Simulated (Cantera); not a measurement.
Feed: 1 mol Si, 1.7 mol Cl₂, 18 mol H₂, held at 0.0413 Torr.

Equilibrium computed with Cantera from the NASA thermochemical tables; the gas is ideal and each condensed phase is pure. Candidate condensed phases: Si; 19 gas species. Gases not in the tables: Si₂H₆ and higher silanes. Kinetics and transport are ignored.

Which condensed phases are stable at each of these points (T (°C)): 525, 625, 725, 825, 925, 1025, 1125, 1225, 1325, 1425?


| T (°C) | condensed phases | Si condensed (%) |
|---|---|---|
| 525 | Si(s) | 19.4 |
| 625 | Si(s) | 29.7 |
| 725 | Si(s) | 40.2 |
| 825 | Si(s) | 40.0 |
| 925 | Si(s) | 36.4 |
| 1025 | Si(s) | 33.1 |
| 1125 | Si(s) | 30.2 |
| 1225 | Si(s) | 27.4 |
| 1325 | Si(s) | 22.0 |
| 1425 | gas only | 0.0 |

From 525 °C to 1325 °C the condensed part is Si(s). At 1425 °C nothing is condensed.
